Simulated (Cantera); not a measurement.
An isothermal, constant-pressure homogeneous reactor starts with C2H6 : N2 = 1 : 94 (molar parts), at 1875 K and 1.00 atm. Integrator tolerance rtol = 1e-08.

Computed with Cantera and GRI-Mech 3.0 (53 species, 325 reactions). GRI-Mech 3.0 stops at C3 and has no aromatics, soot or wall deposition, so with more carbon than oxygen in the feed, carbon stays in small species such as C2H2 where larger ones or solid carbon would form.

Question: What does this change do: pressure from 1.00 atm to 0.00128 atm?

Answer: 
```csv
quantity,before,after
x(C2H6) at 1.00 s,4.49e-11 (gas-phase equilibrium 4.86e-12),4.63e-10 (gas-phase equilibrium <1e-12)
x(C2H2) at 1.00 s,0.0103 (gas-phase equilibrium 0.000893),0.0101 (gas-phase equilibrium 0.000889)
x(C2H) at 1.00 s,5.56e-7 (gas-phase equilibrium 4.84e-8),2.55e-6 (gas-phase equilibrium 1.39e-6)
x(HCN) at 1.00 s,8.21e-5 (gas-phase equilibrium 0.0188),0.000165 (gas-phase equilibrium 0.0188)
x(C2H4) at 1.00 s,3.01e-6 (gas-phase equilibrium 2.63e-7),1.27e-6 (gas-phase equilibrium 3.16e-10)
x(CH2) at 1.00 s,4.44e-9 (gas-phase equilibrium 1.51e-9),1.34e-6 (gas-phase equilibrium 1.46e-9)
x(H2) at 1.00 s,0.0205 (gas-phase equilibrium 0.0206),0.0201 (gas-phase equilibrium 0.0193)
```
Radical loss at walls, strong at low pressure, is not modelled.

Question: What does this change do: 0.19 parts H2O added?

Answer: 
```json
[
 {"quantity": "x(C2H6) at 1.00 s", "before": "4.49e-11 (gas-phase equilibrium 4.86e-12)", "after": "3.16e-10 (gas-phase equilibrium 5.21e-12)"},
 {"quantity": "x(C2H2) at 1.00 s", "before": "0.0103 (gas-phase equilibrium 0.000893)", "after": "0.00920 (gas-phase equilibrium 0.000739)"},
 {"quantity": "x(C2H) at 1.00 s", "before": "5.56e-7 (gas-phase equilibrium 4.84e-8)", "after": "4.69e-7 (gas-phase equilibrium 3.76e-8)"},
 {"quantity": "x(HCN) at 1.00 s", "before": "8.21e-5 (gas-phase equilibrium 0.0188)", "after": "0.000150 (gas-phase equilibrium 0.0171)"},
 {"quantity": "x(C2H4) at 1.00 s", "before": "3.01e-6 (gas-phase equilibrium 2.63e-7)", "after": "3.08e-6 (gas-phase equilibrium 2.48e-7)"},
 {"quantity": "x(CH2) at 1.00 s", "before": "4.44e-9 (gas-phase equilibrium 1.51e-9)", "after": "1.25e-8 (gas-phase equilibrium 1.46e-9)"},
 {"quantity": "x(H2) at 1.00 s", "before": "0.0205 (gas-phase equilibrium 0.0206)", "after": "0.0233 (gas-phase equilibrium 0.0234)"}
]
```

Question: What does this change do: 4.9 parts H2O added?

Answer: 
```tsv
quantity	before	after
x(C2H6) at 1.00 s	4.49e-11 (gas-phase equilibrium 4.86e-12)	<1e-12 (gas-phase equilibrium <1e-12)
x(C2H2) at 1.00 s	0.0103 (gas-phase equilibrium 0.000893)	1.92e-7 (gas-phase equilibrium <1e-12)
x(C2H) at 1.00 s	5.56e-7 (gas-phase equilibrium 4.84e-8)	6.61e-12 (gas-phase equilibrium <1e-12)
x(HCN) at 1.00 s	8.21e-5 (gas-phase equilibrium 0.0188)	5.83e-6 (gas-phase equilibrium 1.62e-8)
x(C2H4) at 1.00 s	3.01e-6 (gas-phase equilibrium 2.63e-7)	1.40e-10 (gas-phase equilibrium <1e-12)
x(CH2) at 1.00 s	4.44e-9 (gas-phase equilibrium 1.51e-9)	1.44e-10 (gas-phase equilibrium <1e-12)
x(H2) at 1.00 s	0.0205 (gas-phase equilibrium 0.0206)	0.0502 (gas-phase equilibrium 0.0502)
```
